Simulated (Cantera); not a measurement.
## Stirred combustor or abatement burner

A perfectly stirred reactor is fed with CH4 : O2 : N2 = 1 : 1.25 : 4.7 (molar parts), equivalence ratio 1.6, at 0.260 bar; it is adiabatic with a 700 K inlet, and is followed from long to short residence time, starting on the burning branch (τ in s: 0.072, 0.039, 0.021, 0.012, 0.0064, 0.0035, 0.0019, 0.0011, 0.00058, 0.00032, 0.00017, 9.4e-05).

Computed with Cantera and GRI-Mech 3.0 (53 species, 325 reactions).

| τ (s) | T (K) | x CH4 | x O2 | x N2O | x HCN | x NO2 | x NO | x CO |
|---|---|---|---|---|---|---|---|---|
| 0.072 | 2092 | 9.40e-5 | 0.000145 | 2.22e-8 | 5.35e-5 | 8.58e-10 | 0.000248 | 0.0965 |
| 0.039 | 2088 | 0.000145 | 0.000234 | 3.38e-8 | 8.90e-5 | 8.70e-10 | 0.000249 | 0.0964 |
| 0.021 | 2084 | 0.000235 | 0.000394 | 5.12e-8 | 0.000148 | 8.70e-10 | 0.000243 | 0.0962 |
| 0.012 | 2081 | 0.000373 | 0.000644 | 7.05e-8 | 0.000226 | 8.55e-10 | 0.000229 | 0.0959 |
| 0.0064 | 2075 | 0.000630 | 0.00114 | 8.66e-8 | 0.000323 | 8.14e-10 | 0.000199 | 0.0954 |
| 0.0035 | 2066 | 0.00103 | 0.00200 | 8.26e-8 | 0.000376 | 7.53e-10 | 0.000157 | 0.0948 |
| 0.0019 | 2050 | 0.00169 | 0.00355 | 5.96e-8 | 0.000347 | 7.03e-10 | 0.000109 | 0.0941 |
| 0.0011 | 2023 | 0.00267 | 0.00611 | 3.54e-8 | 0.000263 | 7.16e-10 | 6.98e-5 | 0.0934 |
| 0.00058 | 1953 | 0.00537 | 0.0131 | 1.26e-8 | 0.000125 | 8.61e-10 | 2.88e-5 | 0.0921 |
| 0.00032 | 700 | 0.144 | 0.180 | <1e-12 | <1e-12 | <1e-12 | <1e-12 | <1e-12 |
| 0.00017 | 700 | 0.144 | 0.180 | <1e-12 | <1e-12 | <1e-12 | <1e-12 | <1e-12 |
| 9.4e-5 | 700 | 0.144 | 0.180 | <1e-12 | <1e-12 | <1e-12 | <1e-12 | <1e-12 |
x: mole fraction; the columns are a selection and need not sum to one.
